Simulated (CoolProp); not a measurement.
Vapour-liquid equilibrium of dimethyl ether (1) + R236FA (2) at 269.9 K; x and y are mole fractions of (1).

Computed with CoolProp (multi-fluid Helmholtz-energy mixture model, Wu 2011 and Pan 2012; pair parameters Bell 2016).

```tsv
x	bubble pressure, mixture model (MPa)	bubble pressure, Raoult's law (MPa)	y, mixture model	y, Raoult's law
0.05	0.09504	0.1013	0.060	0.117
0.125	0.09710	0.1120	0.157	0.265
0.2	0.1002	0.1228	0.263	0.387
0.275	0.1047	0.1336	0.374	0.489
0.35	0.1108	0.1443	0.486	0.576
0.425	[?]	0.1551	[?]	0.651
0.5	0.1291	0.1659	0.692	0.716
0.575	0.1416	0.1766	[?]	0.774
0.65	[?]	0.1874	[?]	0.824
0.725	0.1727	0.1981	0.901	0.869
0.8	0.1904	0.2089	[?]	0.910
0.875	0.2086	0.2197	0.971	0.946
0.95	0.2264	0.2304	0.991	0.980
```

**Question.** Complete the blanks.

**Answer.** 
- 0.425, bubble pressure, mixture model (MPa): 0.1189
- 0.425, y, mixture model: 0.594
- 0.575, y, mixture model: 0.777
- 0.65, bubble pressure, mixture model (MPa): 0.1563
- 0.65, y, mixture model: 0.847
- 0.8, y, mixture model: 0.942

The largest gap from Raoult's law is -23.3 % in bubble pressure, at x = 0.425. No azeotrope shows between x = 0.05 and 0.95.

The pair parameters rest on a limited set of measurements; away from them the model extrapolates.
